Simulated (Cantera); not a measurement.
Stirred combustor or abatement burner

A perfectly stirred reactor is fed with 9.51 % CH4, 19.0 % O2, 71.5 % N2, equivalence ratio 1.0, at 1430 Torr; it is adiabatic with a 725 K inlet, and is followed from long to short residence time, starting on the burning branch (τ in s: 0.14, 0.052, 0.02, 0.0076, 0.0029, 0.0011, 0.00042, 0.00016, 6.1e-05, 2.3e-05).

Cantera simulation using GRI-Mech 3.0 (53 species, 325 reactions); the numbers are that mechanism's predictions, not measurements.

| τ (s) | T (K) | x CH4 | x O2 | x HCN | x C2H2 | x CH2O | x CH2CO | x C2H6 |
|---|---|---|---|---|---|---|---|---|
| 0.14 | 2446 | 6.62e-7 | 0.00844 | 1.46e-7 | 2.26e-11 | 1.22e-7 | 2.12e-10 | <1e-12 |
| 0.052 | 2444 | 1.73e-6 | 0.00876 | 3.31e-7 | 1.31e-10 | 3.21e-7 | 5.67e-10 | <1e-12 |
| 0.020 | 2439 | 4.24e-6 | 0.00938 | 6.26e-7 | 6.90e-10 | 7.89e-7 | 1.47e-9 | 2.16e-12 |
| 0.0076 | 2424 | 1.00e-5 | 0.0105 | 9.84e-7 | 3.18e-9 | 1.86e-6 | 3.91e-9 | 1.19e-11 |
| 0.0029 | 2395 | 2.21e-5 | 0.0122 | 1.31e-6 | 1.14e-8 | 4.02e-6 | 1.03e-8 | 5.71e-11 |
| 0.0011 | 2344 | 4.66e-5 | 0.0147 | 1.57e-6 | 3.28e-8 | 8.09e-6 | 2.68e-8 | 2.48e-10 |
| 0.00042 | 2275 | 9.78e-5 | 0.0179 | 1.85e-6 | 8.60e-8 | 1.58e-5 | 6.86e-8 | 1.05e-9 |
| 0.00016 | 2192 | 0.000218 | 0.0217 | 2.30e-6 | 2.53e-7 | 3.20e-5 | 1.95e-7 | 5.06e-9 |
| 6.1e-5 | 2101 | 0.000548 | 0.0270 | 3.32e-6 | 1.01e-6 | 7.22e-5 | 7.32e-7 | 3.34e-8 |
| 2.3e-5 | 1980 | 0.00205 | 0.0391 | 6.61e-6 | 9.80e-6 | 0.000225 | 6.35e-6 | 7.00e-7 |
x: mole fraction; the columns are a selection and need not sum to one.
